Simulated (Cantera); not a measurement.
What does this Cantera script print?

```python
import numpy as np
import cantera as ct

surf = ct.Interface("diamond.yaml", "diamond_100")
gas, bulk = surf.adjacent["gas"], surf.adjacent["diamond"]
k = surf.kinetics_species_index(bulk.species_names[0])
cover = ["c6HH", "c6H*", "c6*H", "c6**", "c6HM", "c6B"]

rows, drift = [], 0.0
print(f"{'xCH3':>10s}{'um/h':>11s}" + "".join(f"{s:>11s}" for s in cover))
for v in [1e-06, 2.5e-06, 6.4e-06, 1.6e-05, 4.2e-05, 0.00011, 0.00027, 0.00068, 0.0017]:
    T, P, xH, xCH3 = 1125, 15000, 0.013, v
    gas.TPX = T, P, {"H": xH, "CH3": xCH3, "CH4": 0.0041, "H2": 1 - xH - xCH3 - 0.0041}
    surf.TP = bulk.TP = T, P
    surf.coverages = "c6H*:0.1, c6HH:0.9"
    surf.advance_coverages(100.0)
    before = surf.coverages
    surf.advance_coverages(100.0)
    drift = max(drift, np.max(np.abs(surf.coverages - before) / (surf.coverages + 1e-9)))
    rate = surf.net_production_rates[k] * bulk.mean_molecular_weight / bulk.density * 3.6e9
    rows.append([rate, *surf[cover].coverages])
    print(f"{v:10.4g}{rate:11.4e}" + "".join(f"{x:11.3e}" for x in rows[-1][1:]))
```

Output:

```
      xCH3       um/h       c6HH       c6H*       c6*H       c6**       c6HM        c6B
     1e-06 1.2091e-01  4.922e-01  3.089e-02  4.557e-01  2.120e-02  2.400e-05  3.281e-10
   2.5e-06 3.0224e-01  4.921e-01  3.089e-02  4.557e-01  2.120e-02  6.001e-05  8.202e-10
   6.4e-06 7.7360e-01  4.921e-01  3.089e-02  4.556e-01  2.120e-02  1.536e-04  2.099e-09
   1.6e-05 1.9331e+00  4.919e-01  3.087e-02  4.554e-01  2.119e-02  3.838e-04  5.246e-09
   4.2e-05 5.0683e+00  4.914e-01  3.084e-02  4.550e-01  2.115e-02  1.006e-03  1.375e-08
   0.00011 1.3232e+01  4.903e-01  3.076e-02  4.538e-01  2.107e-02  2.627e-03  3.591e-08
   0.00027 3.2241e+01  4.875e-01  3.057e-02  4.510e-01  2.088e-02  6.402e-03  8.749e-08
   0.00068 7.9700e+01  4.806e-01  3.010e-02  4.441e-01  2.040e-02  1.583e-02  2.163e-07
    0.0017 1.9051e+02  4.646e-01  2.900e-02  4.279e-01  1.929e-02  3.786e-02  5.170e-07
```

Computed with Cantera and the Harris–Goodwin 1993 mechanism for the reconstructed diamond (100) surface.
